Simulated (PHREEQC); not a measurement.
## Acid mine or pickling water

A made-up water analysis in mg/L, 25 °C, pH 3.47, pe 12.2:

```tsv
constituent	mg/L
Na	554
K	138
Ca	514
Mg	33.7
Cl	43.3
S(6) as SO4	2700
Cu(2)	5.85
Zn	21.6
Al	2.31
```

Valence states are taken as typed.

Computed with PHREEQC (ion-association model, phreeqc.dat).

Each row changes one thing in this solution. Precipitation was switched off in this run.

```tsv
case	ionic strength (mol/kgw)	Zn+2 (mol/kgw)	ZnSO4 (mol/kgw)	AlSO4+ (mol/kgw)	Zn(SO4)2-2 (mol/kgw)	Al(SO4)2- (mol/kgw)	SI of Gypsum (CaSO4:2H2O)	SI of Gibbsite (Al(OH)3)
as made	0.0742	0.000170	0.000138	6.07e-5	2.38e-5	1.63e-5	+0.03	-3.45
Zn from 21.6 to 10.8 mg/L	0.0741	8.48e-5	6.90e-5	6.06e-5	1.20e-5	1.64e-5	+0.04	-3.45
Al from 2.31 to 1.16 mg/L	0.0742	0.000170	0.000138	3.05e-5	2.39e-5	8.21e-6	+0.04	-3.75
```
